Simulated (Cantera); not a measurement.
Carbothermic reduction: MgO + CO

Feed: 1 mol MgO, 1.7 mol CO, at 6380 Torr.

These are equilibrium values from Cantera (NASA tables, ideal gas, pure condensed phases), not measurements of a reactor. Candidate condensed phases: C, Mg, MgCO₃, MgO; 15 gas species. Equilibrium is a limit: real reactors are often held back by kinetics, nucleation or transport.

```
T (K)  log p CO  log p Mg  log p CO₂  log p MgO  log p O  log p Mg₂  log p O₂  log p C₃O₂  n C(graphite)  n MgO(s)
-----  --------  --------  ---------  ---------  -------  ---------  --------  ----------  -------------  --------
1550       0.93     -6.47      -1.51       <-11     <-11       <-11      <-11       -8.64        0.00619      1.00
1625       0.93     -5.51      -1.76       <-11     <-11       <-11      <-11       -8.42        0.00346     1.000
1700       0.93     -4.63      -1.99     -10.71     <-11       <-11      <-11       -8.22        0.00203     1.000
1775       0.93     -3.84      -2.20      -9.85   -10.95       <-11      <-11       -8.04        0.00122     1.000
1850       0.93     -3.11      -2.40      -9.07   -10.51     -10.02      <-11       -7.87       0.000649     1.000
1925       0.93     -2.50      -2.50      -8.35   -10.03      -8.86      <-11       -7.78              0     0.999
2000       0.93     -2.28      -2.28      -7.69    -9.26      -8.45      <-11       -8.03              0     0.999
2075       0.93     -2.06      -2.06      -7.07    -8.54      -8.06      <-11       -8.26              0     0.998
2150       0.93     -1.87      -1.87      -6.49    -7.88      -7.71    -10.34       -8.47              0     0.997
2225       0.93     -1.68      -1.68      -5.96    -7.26      -7.38     -9.52       -8.66              0     0.996
2300       0.93     -1.51      -1.51      -5.46    -6.68      -7.08     -8.75       -8.85              0     0.994
2375       0.92     -1.36      -1.36      -5.00    -6.14      -6.80     -8.03       -9.02              0     0.991
2450       0.92     -1.21      -1.21      -4.56    -5.63      -6.53     -7.36       -9.18              0     0.987
```
log p: log10 of the partial pressure in bar; n: condensed amount in mol.

From 1550 K to 1850 K the condensed part is C(graphite) + MgO(s). From 1925 K to 2450 K the condensed part is MgO(s). The main Mg-bearing gas is Mg throughout.
